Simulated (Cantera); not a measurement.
Input: 1 mol SiHCl3, 1.7 mol HCl, 280 mol N2, 0.014 mol Cl2, at 1573 K.

These are equilibrium values from Cantera (NASA tables, ideal gas, pure condensed phases), not measurements of a reactor. Candidate condensed phases: NH4Cl, Si, Si3N4; 28 gas species. Kinetics and transport are ignored.

Task: Which condensed phases are stable at each of these points (P (Pa)): 100, 350, 1300, 4500, 16000, 56000, 200000?

Result: 
```tsv
P (Pa)	condensed phases	Si condensed (%)
100	gas only	0.0
350	gas only	0.0
1300	gas only	0.0
4500	gas only	0.0
16000	gas only	0.0
56000	Si3N4(s)	10.5
200000	Si3N4(s)	24.9
```

From 0.00100 bar to 0.160 bar nothing is condensed. From 0.560 bar to 2.00 bar the condensed part is Si3N4(s).
